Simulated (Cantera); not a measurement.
Gas mixture: CH3OH = 0.96 (molar parts), at 18.0 Pa, frozen composition.

Cantera's kinetic-theory transport with the Lennard-Jones parameters of GRI-Mech 3.0, ideal gas; thermal conductivity in the mixture-averaged form. Polar gases are described roughly by these parameters. The composition is frozen, though it would react at the higher temperatures.

D: mixture-averaged diffusion coefficient of that species in the mixture.

```tsv
T (K)	ρ (kg/m³)	cp (J/kg/K)	μ (µPa s)	λ (mW/m/K)	Pr	D (cm²/s) CH4	D (cm²/s) H	D (cm²/s) CO2
400	0.000173	1604	13.1	28.2	0.745	1590	8810	1070
600	0.000116	2101	19.7	55.5	0.746	3370	18700	2320
800	8.67e-5	[?]	[?]	[?]	0.747	[?]	[?]	[?]
1000	6.94e-5	2798	[?]	[?]	0.751	[?]	[?]	[?]
1200	5.78e-5	3031	36.4	147	0.752	11400	63500	8110
1400	4.95e-5	3214	41.1	176	0.751	14900	82700	10600
```

Some entries are withheld; supply them.


- 800, cp (J/kg/K): 2491
- 800, μ (µPa s): 25.8
- 800, λ (mW/m/K): 85.9
- 800, D (cm²/s) CH4: 5640
- 800, D (cm²/s) H: 31400
- 800, D (cm²/s) CO2: 3940
- 1000, μ (µPa s): 31.3
- 1000, λ (mW/m/K): 117
- 1000, D (cm²/s) CH4: 8340
- 1000, D (cm²/s) H: 46400
- 1000, D (cm²/s) CO2: 5880
